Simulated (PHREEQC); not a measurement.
0.15 g of hydrous ferric oxide (600 m²/g; 0.2 weak and 0.005 strong sites per Fe, Dzombak-Morel constants, diffuse double layer) in 1 kg of water with 0.001 mol/kgw of an inert sodium salt, at 25 °C; the pH is set by adding NaOH or the inert anion's acid. Oxygen is held at 0.21 atm. CO2 from the air is kept out. Nothing may precipitate in this run.

Model: ion-association model, wateq4f.dat, run in PHREEQC.

**Question.** Predict surface charge σ (C/m²), surface potential ψ (mV) at pH = 5, 5.5, 7.

**Answer.** 
| pH | surface charge σ (C/m²) | surface potential ψ (mV) |
|---|---|---|
| 5 | 0.051 | 169 |
| 5.5 | 0.031 | 145 |
| 7 | 0.006 | 64 |
